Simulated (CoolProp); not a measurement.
Methane at 603.42 K and 0.148 MPa flows at 8.1 m/s in a round tube of 100 mm bore and 15 µm roughness, fully developed (64/Re and Nu = 3.66 if laminar; Colebrook and Gnielinski if turbulent). Each further row changes one setting.

The numbers come from the reference Helmholtz-energy equation of state, Setzmann 1991 in CoolProp.

| case | Reynolds number | Darcy friction factor | pressure drop (Pa/m) | heat-transfer coefficient (W/(m² K)) | mass flow (kg/h) |
|---|---|---|---|---|---|
| as stated | 19600 | 0.0263 | ? | 46.0 | 108 |
| velocity 16.2 m/s | 39100 | ? | 14.0 | ? | ? |
| diameter 200 mm | 39100 | 0.0223 | ? | 39.5 | ? |

**Question.** Complete the blanks.

**Answer.** 
- as stated, pressure drop (Pa/m): 4.09
- velocity 16.2 m/s, Darcy friction factor: 0.0225
- velocity 16.2 m/s, heat-transfer coefficient (W/(m² K)): 79.8
- velocity 16.2 m/s, mass flow (kg/h): 217
- diameter 200 mm, pressure drop (Pa/m): 1.73
- diameter 200 mm, mass flow (kg/h): 433

Viscosity comes from a separate model (Quiñones-Cisneros 2006). Thermal conductivity comes from a separate model (Friend 1989).
